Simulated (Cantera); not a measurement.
Standard-state values (1 bar) from the NASA 1993 polynomials, evaluated with Cantera. Values are per mole of reaction as written; species without (g) are pure solids or liquids, kept so even where they would boil at 1 bar.

Task: Between 598 and 998 K, where is each reaction favourable under standard conditions?
- 3 CS₂(g) + Si₂C(g) ⇌ 6 S + 2 SiC₂(g)

Result: 
- 3 CS₂(g) + Si₂C(g) ⇌ 6 S + 2 SiC₂(g): ΔG° is 501 kJ at 598 K and 569 kJ at 998 K; it stays positive (K < 1). ΔH° is 418 kJ and ΔS° -152 J/K at 998 K.
